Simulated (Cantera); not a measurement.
Feed: 1 mol Si, 4.8 mol Br₂, 1.2 mol N₂, equilibrated at 9.30 Pa.

Equilibrium computed with Cantera from the NASA thermochemical tables; the gas is ideal and each condensed phase is pure. Candidate condensed phases: Br₂, Si, Si₃N₄; 13 gas species. Equilibrium is a limit: real reactors are often held back by kinetics, nucleation or transport.

Problem. At 777 °C, list the 4 most abundant gas species with their mole fractions, and the condensed phases.

Solution. Br 0.464, Br₂ 0.198, N₂ 0.184, SiBr₄ 0.154. Condensed: gas only.
